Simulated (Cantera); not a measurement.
Input: 1 mol C6H6, 0.51 mol O2, 45 mol H2, 2.2 mol H2O, at 2198 K and 400 Pa.

Equilibrium computed with Cantera from the NASA thermochemical tables; the gas is ideal and each condensed phase is pure. Rates play no part.

```
species            before    after
----------------  -------  -------
H2                  0.858    0.861
H                  0.0816   0.0817
CO                 0.0578   0.0530
H2O               1.14e-8  0.00380
C2H2 (acetylene)  0.00218    <1e-9
OH                  <1e-9  5.01e-5
CO2                 <1e-9  4.43e-5
C(graphite), mol     2.54        0
```
Gas species are given as mole fractions.

Task: Which change was made?
A) temperature from 2198 K to 1298 K
B) pressure from 400 Pa to 39.0 Pa
C) pressure from 400 Pa to 1700000 Pa
D) C6H6 replaced by C3H8

Result: D, C6H6 replaced by C3H8
